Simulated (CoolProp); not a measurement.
Vapour-liquid equilibrium of acetone (1) + n-hexane (2) at 417.9 K; x and y are mole fractions of (1).

Model: multi-fluid Helmholtz-energy mixture model, Lemmon 2006 and Thol 2019; pair parameters Bell 2016, in CoolProp.

Q: Give the bubble pressure and the first vapour's composition at x = 0.05, 0.15, 0.45. Is there an azeotrope?

A: x = 0.05: 0.7677 MPa, y = 0.135; x = 0.15: 0.9016 MPa, y = 0.303; x = 0.45: 1.100 MPa, y = 0.548. y crosses x between x = 0.65 and 0.75: the model has an azeotrope there.

The pair parameters rest on a limited set of measurements; away from them the model extrapolates.
